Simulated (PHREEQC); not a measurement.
H2SO4 is added in steps, without added water, to 1 kg of water holding 0.042 mol HF and 0.22 mol NaOH, at 20 °C. O2 is buffered at 0.21 atm. No CO2 enters from the air. Nothing may precipitate in this run.

Base run: PHREEQC, ion-association model, phreeqc.dat. Each further column changes one thing. The table gives F- (mol/kgw).

```
H2SO4 added (mol)     base  metal-ligand complexes left out  Debye-Hückel limiting law  all activity coefficients set to 1  Davies equation for every ion
-----------------  -------  -------------------------------  -------------------------  ----------------------------------  -----------------------------
0                   0.0395                           0.0420                     0.0403                              0.0374                         0.0394
0.008125            0.0396                           0.0420                     0.0403                              0.0374                         0.0394
0.02438             0.0396                           0.0420                     0.0404                              0.0376                         0.0394
0.0325              0.0396                           0.0420                     0.0404                              0.0376                         0.0395
0.04875             0.0396                           0.0419                     0.0404                              0.0378                         0.0395
0.05688             0.0397                           0.0419                     0.0404                              0.0378                         0.0395
0.07312             0.0397                           0.0419                     0.0404                              0.0379                         0.0395
0.08125             0.0397                           0.0419                     0.0405                              0.0380                         0.0396
0.0975              0.0246                           0.0261                     0.0251                              0.0237                         0.0245
0.1056              0.0141                           0.0152                     0.0143                              0.0136                         0.0140
0.1219             0.00511                          0.00571                    0.00529                             0.00485                        0.00512
0.13               0.00360                          0.00405                    0.00381                             0.00334                        0.00361
```
